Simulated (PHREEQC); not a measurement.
Dissolve 0.0015 mol H2SO4, 0.00028 mol K2SO4 and 0.15 mol CuSO4 per kg of water at 25 °C. Closed to the air; pH follows from the charge balance.

All values are PHREEQC results (ion-association model, phreeqc.dat), not measurements.

The ionic strength comes out as 0.297 mol/kgw. What activity coefficients do SO4-2, K+, H+, Cu+2, HSO4- get?

SO4-2 0.25, K+ 0.68, H+ 0.78, Cu+2 0.29, HSO4- 0.73.

No solid was allowed to form.
